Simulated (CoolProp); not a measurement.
Vapour-liquid equilibrium of propylene (1) + n-hexane (2) at 151 kPa; x and y are mole fractions of (1).

Values from CoolProp's multi-fluid Helmholtz-energy mixture model, Lemmon 2013 and Thol 2019; pair parameters Bell 2016.

| x | bubble temperature (°C) | y at the bubble point | dew temperature at overall composition x (°C) | liquid density (mol/L) |
|---|---|---|---|---|
| 0.05 | 44.6 | 0.707 | 80.2 | 7.543 |
| 0.2 | 2.9 | 0.957 | 74.3 | 8.571 |
| 0.35 | -10.9 | 0.983 | 67.5 | 9.404 |
| 0.5 | -19.6 | 0.992 | 59.5 | 10.30 |
| 0.65 | -26.6 | 0.996 | 49.3 | 11.31 |
| 0.8 | -32.4 | 0.998 | 34.9 | 12.45 |
| 0.95 | -37.1 | 1.000 | 5.7 | 13.76 |

No azeotrope shows between x = 0.05 and 0.95.

Pair parameters are fitted to limited data, so mixtures are less certain than the pure fluids. The gap from Raoult's law changes sign with composition, which may be real or a fault of the pair parameters; it wasn't checked against measurements.
